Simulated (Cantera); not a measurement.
## Fe + NH3 + H2 + H2O (metals in furnace atmospheres)

Input: 1 mol Fe, 3.2 mol NH3, 1.6 mol H2, 0.037 mol H2O.

Cantera equilibrium calculation (NASA polynomials, part measured and part estimated; ideal gas, pure solids and liquids). Candidate condensed phases: Fe, FeO, Fe(OH)2, Fe(OH)3, Fe2O3, Fe3O4, H2O; 27 gas species. Rates play no part.

Stable condensed phases:

```
T in °C \ P in Pa
              10      41     160     670    2700   11000   45000  180000  740000 3000000
   1650        A       A       B       B       B       B       B       B       B       B
   1600        A       A       B       B       B       B       B       B       B       B
   1550        A       B       B       B       B       B       B       B       B       B
   1500        A       B       B       B       B       B       B       B       B       B
   1450        B       B       B       B       B       B       B       B       B       B
   1400        B       B       B       B       B       B       B       B       B       B
   1350        B       B       B       B       B       B       B       B       B       B
   1300        B       B       B       B       B       B       B       B       B       B
   1250        B       B       B       B       B       B       B       B       B       B
   1200        B       B       B       B       B       B       B       B       B       B
```

A: gas only; B: Fe.
